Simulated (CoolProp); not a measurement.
CH2F2 (R32) along the isotherm 147.65 °C: Z from the reference equation and from simpler models built on Tc = 78.1 °C, pc = 5783 kPa, ω = 0.277; each cubic takes its own stable root.

The numbers come from the reference Helmholtz-energy equation of state, Tillner-Roth 1997 in CoolProp.

| p (kPa) | phase | reference |
|---|---|---|
| 91.4 | gas | 0.9968 |
| 173 | gas | 0.9940 |
| 329 | gas | 0.9885 |
| 623 | gas | 0.9782 |
| 1180 | gas | 0.9584 |
| 2240 | gas | 0.9203 |
| 4240 | gas | 0.8460 |
| 8050 | supercritical | 0.6993 |
| 15300 | supercritical | 0.5112 |
| 28900 | supercritical | 0.6114 |

Question: How far does each simpler model (van der Waals, Redlich-Kwong, Soave-Redlich-Kwong) lie from the reference over these 10 states: mean and median of the absolute difference, and the worst?

Answer: 
- van der Waals: mean 5.7 %, median 0.2 %, worst +39.4 % at 147.65 °C and 28900 kPa
- Redlich-Kwong: mean 3.1 %, median 0.0 %, worst +19.7 % at 147.65 °C and 28900 kPa
- Soave-Redlich-Kwong: mean 6.2 %, median 0.8 %, worst +27.0 % at 147.65 °C and 28900 kPa
